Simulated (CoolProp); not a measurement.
Properties of isobutane along the isotherm 100.15 °C.

Values from CoolProp's reference Helmholtz-energy equation of state, Bücker 2006.

```json
[
 {"p (bar)": "0.172", "phase": "gas", "density (kg/m³)": "0.3228", "cv (kJ/(kg K))": "1.875", "isothermal compressibility (1/MPa)": "58.26", "Prandtl number": "0.738"},
 {"p (bar)": "0.253", "phase": "gas", "density (kg/m³)": "0.4753", "cv (kJ/(kg K))": "1.876", "isothermal compressibility (1/MPa)": "39.65", "Prandtl number": "0.738"},
 {"p (bar)": "0.371", "phase": "gas", "density (kg/m³)": "0.6980", "cv (kJ/(kg K))": "1.876", "isothermal compressibility (1/MPa)": "27.08", "Prandtl number": "0.739"},
 {"p (bar)": "0.544", "phase": "gas", "density (kg/m³)": "1.026", "cv (kJ/(kg K))": "1.877", "isothermal compressibility (1/MPa)": "18.51", "Prandtl number": "0.740"},
 {"p (bar)": "0.799", "phase": "gas", "density (kg/m³)": "1.511", "cv (kJ/(kg K))": "1.878", "isothermal compressibility (1/MPa)": "12.64", "Prandtl number": "0.741"},
 {"p (bar)": "1.17", "phase": "gas", "density (kg/m³)": "2.224", "cv (kJ/(kg K))": "1.879", "isothermal compressibility (1/MPa)": "8.676", "Prandtl number": "0.742"},
 {"p (bar)": "1.72", "phase": "gas", "density (kg/m³)": "3.292", "cv (kJ/(kg K))": "1.882", "isothermal compressibility (1/MPa)": "5.945", "Prandtl number": "0.744"},
 {"p (bar)": "2.53", "phase": "gas", "density (kg/m³)": "4.895", "cv (kJ/(kg K))": "1.886", "isothermal compressibility (1/MPa)": "4.088", "Prandtl number": "0.748"},
 {"p (bar)": "3.71", "phase": "gas", "density (kg/m³)": "7.296", "cv (kJ/(kg K))": "1.891", "isothermal compressibility (1/MPa)": "2.836", "Prandtl number": "0.754"},
 {"p (bar)": "5.44", "phase": "gas", "density (kg/m³)": "10.97", "cv (kJ/(kg K))": "1.901", "isothermal compressibility (1/MPa)": "1.989", "Prandtl number": "0.765"},
 {"p (bar)": "7.99", "phase": "gas", "density (kg/m³)": "16.78", "cv (kJ/(kg K))": "1.916", "isothermal compressibility (1/MPa)": "1.420", "Prandtl number": "0.784"},
 {"p (bar)": "11.7", "phase": "gas", "density (kg/m³)": "26.33", "cv (kJ/(kg K))": "1.942", "isothermal compressibility (1/MPa)": "1.059", "Prandtl number": "0.824"},
 {"p (bar)": "17.2", "phase": "gas", "density (kg/m³)": "44.41", "cv (kJ/(kg K))": "1.997", "isothermal compressibility (1/MPa)": "0.8946", "Prandtl number": "0.939"},
 {"p (bar)": "25.3", "phase": "liquid", "density (kg/m³)": "435.0", "cv (kJ/(kg K))": "2.024", "isothermal compressibility (1/MPa)": "0.02262", "Prandtl number": "3.37"},
 {"p (bar)": "37.1", "phase": "liquid", "density (kg/m³)": "445.2", "cv (kJ/(kg K))": "2.017", "isothermal compressibility (1/MPa)": "0.01724", "Prandtl number": "3.33"},
 {"p (bar)": "54.4", "phase": "liquid", "density (kg/m³)": "456.8", "cv (kJ/(kg K))": "2.011", "isothermal compressibility (1/MPa)": "0.01302", "Prandtl number": "3.32"}
]
```

Viscosity comes from a separate model (Vogel 2000). Thermal conductivity comes from a separate model (Perkins 2002).
